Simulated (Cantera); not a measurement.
Feed: 1 mol SiHCl3, 0.014 mol Cl2, 53 mol N2.

Cantera equilibrium calculation (NASA polynomials, part measured and part estimated; ideal gas, pure solids and liquids). Candidate condensed phases: NH4Cl, Si, Si3N4; 28 gas species. N2 is the only nitrogen source here; it is nearly inert below about 1500 K, so the nitride shown seldom forms there in practice. The tables' values for SiCl3 are old estimates. Kinetics and transport are ignored.

What condenses at these points (T in K, P in Pa): (1400, 7700); (1600, 7700); (1250, 300); (1600, 880); (1100, 300)?


```
T (K)  P in Pa  condensed phases  Si condensed (%)
-----  -------  ----------------  ----------------
1400      7700             Si3N4              38.8
1600      7700             Si3N4               2.1
1250       300             Si3N4              40.9
1600       880          gas only               0.0
1100       300             Si3N4              47.4
```
